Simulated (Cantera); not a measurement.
Input: 1 mol TiO₂, a varied amount of H₂, 2.9 mol H₂O, at 1575 K and 0.000440 bar.

These are equilibrium values from Cantera (NASA tables, ideal gas, pure condensed phases), not measurements of a reactor. Candidate condensed phases: H₂O, Ti, TiO, TiO₂, Ti₂O₃, Ti₃O₅, Ti₄O₇; 12 gas species. Rates play no part.

Q: At 81 mol H₂, list the 3 most abundant gas species with their mole fractions, and the condensed phases.

A: H₂ 0.964, H₂O 0.0345, H 0.00194. Condensed: TiO₂(rutile).
